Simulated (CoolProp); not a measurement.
Properties of CF4 (R14) along the isobar 0.101 MPa.

The numbers come from the reference Helmholtz-energy equation of state, Platzer 1990 in CoolProp. This equation is an older, rougher fit.

```csv
T (°C),phase,density (kg/m³),cv (kJ/(kg K)),speed of sound (m/s),expansivity (1/kK),viscosity (µPa s)
-115.55,gas,6.974,0.3773,134.1,6.867,9.47
-92.05,gas,6.012,0.4127,143.3,5.822,10.9
-68.55,gas,5.292,0.4503,151.6,5.075,12.2
-45.05,gas,4.730,0.4889,159.4,4.509,13.5
-21.65,gas,4.279,0.5272,166.6,4.063,14.8
1.85,gas,3.907,0.5647,173.6,3.699,16.1
25.35,gas,3.595,0.6008,180.2,3.396,17.3
48.75,gas,3.330,0.6346,186.6,3.141,18.4
72.25,gas,3.101,0.6661,192.8,2.922,19.5
95.75,gas,2.902,0.6951,198.8,2.732,20.6
119.25,gas,2.727,0.7214,204.7,2.565,21.7
142.65,gas,2.573,0.7450,210.4,2.418,22.7
166.15,gas,2.435,0.7663,215.9,2.287,23.7
189.65,gas,2.310,0.7857,221.4,2.170,24.7
213.05,gas,2.199,0.8035,226.7,2.064,25.7
```

Viscosity comes from a separate model (Huber 2003), an estimate that may be off by 10 % or more.
